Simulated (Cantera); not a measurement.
Feed: 1 mol CH3Cl, 0.22 mol CH4, held at 1573.15 K and 5.70 mbar.

These are equilibrium values from Cantera (NASA tables, ideal gas, pure condensed phases), not measurements of a reactor. Candidate condensed phases: C, C6H6, C7H8, C8H18; 91 gas species. The numbers say what is thermodynamically allowed, not how fast it happens.

Base state: H2 0.590, HCl 0.409, H 0.000414, Cl 0.000229, C2H2 (acetylene) 1.22e-5 (mole fractions); condensed: C(graphite).

Q: What changes in the equilibrium state with this change: CH3Cl replaced by CCl4?

A: 
```csv
species,before,after
Cl,0.000229,0.544
HCl,0.409,0.263
Cl2,3.41e-8,0.193
H2,0.590,4.28e-8
C2H2 (acetylene),1.22e-5,<1e-9
H,0.000414,1.12e-7
"C(graphite), mol",1.22,1.22
```
